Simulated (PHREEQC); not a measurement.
Make-up at 21 °C: 0.0059 mol LiOH per kg of water. Closed to the air; pH follows from the charge balance.

Model: ion-association model, phreeqc.dat, run in PHREEQC.

No solid was allowed to form.

Question: What pH, specific conductance does the model give?

Answer: pH 11.87; specific conductance 1200 µS/cm.

Complexes and solids missing from the database can't appear.
